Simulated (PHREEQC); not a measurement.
NH3 is added in steps, without added water, to 1 kg of water holding 1.2 mmol/kgw HCl, 0.32 mmol/kgw LiCl and 0.075 mmol/kgw MnSO4, at 65 °C. The system is closed to oxygen. No CO2 enters from the air. No solid was allowed to form.

Base run: PHREEQC, ion-association model, wateq4f.dat. Each further column changes one thing. The table gives HSO4- (mol/kgw).

| NH3 added (mol) | base | 0.00054 mol/kgw NH3 added | MnSO4 from 7.5e-05 to 6.75e-05 mol/kgw | solids may form |
|---|---|---|---|---|
| 0 | 1.50e-5 | 9.01e-6 | 1.36e-5 | 1.50e-5 |
| 0.0005 | 9.49e-6 | 2.39e-6 | 8.58e-6 | 9.49e-6 |
| 0.001 | 2.96e-6 | 3.82e-10 | 2.68e-6 | 2.96e-6 |
| 0.0015 | 4.33e-10 | 1.56e-10 | 3.91e-10 | 4.33e-10 |
| 0.002 | 1.64e-10 | 9.85e-11 | 1.48e-10 | 1.64e-10 |
| 0.0025 | 1.01e-10 | 7.22e-11 | 9.15e-11 | 1.01e-10 |
| 0.003 | 7.38e-11 | 5.72e-11 | 6.66e-11 | 7.38e-11 |
| 0.0035 | 5.82e-11 | 4.74e-11 | 5.24e-11 | 5.82e-11 |
| 0.004 | 4.81e-11 | 4.06e-11 | 4.34e-11 | 4.81e-11 |
| 0.0045 | 4.11e-11 | 3.55e-11 | 3.70e-11 | 4.11e-11 |
| 0.005 | 3.59e-11 | 3.16e-11 | 3.24e-11 | 3.59e-11 |

Away from 25 °C the constants follow the database's enthalpies or fits; those with neither stay at their 25 °C values. Solids allowed in the column 'solids may form': Pyrochroite.
